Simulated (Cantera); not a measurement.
Input: 1 mol FeCl3, 1.9 mol HCl, 42 mol N2, held at 1452 °C and 14.0 Pa.

These are equilibrium values from Cantera (NASA tables, ideal gas, pure condensed phases), not measurements of a reactor. Candidate condensed phases: Fe, FeCl2, FeCl3, NH4Cl; 18 gas species. Equilibrium is a limit: real reactors are often held back by kinetics, nucleation or transport.

Base state: N2 0.914, HCl 0.0402, Cl 0.0237, FeCl2 0.0214, H2 0.000426, Fe 0.000361, H 0.000324 (mole fractions); condensed: gas only.

**Question.** What changes in the equilibrium state with this change: temperature from 1452 °C to 1525 °C?

**Answer.** 
```json
[
 {"species": "N2", "before": "0.914", "after": "0.909"},
 {"species": "HCl", "before": "0.0402", "after": "0.0384"},
 {"species": "Cl", "before": "0.0237", "after": "0.0288"},
 {"species": "FeCl2", "before": "0.0214", "after": "0.0195"},
 {"species": "Fe", "before": "0.000361", "after": "0.00218"},
 {"species": "FeCl", "before": "5.98e-6", "after": "1.91e-5"},
 {"species": "H", "before": "0.000324", "after": "0.000904"},
 {"species": "H2", "before": "0.000426", "after": "0.000924"}
]
```
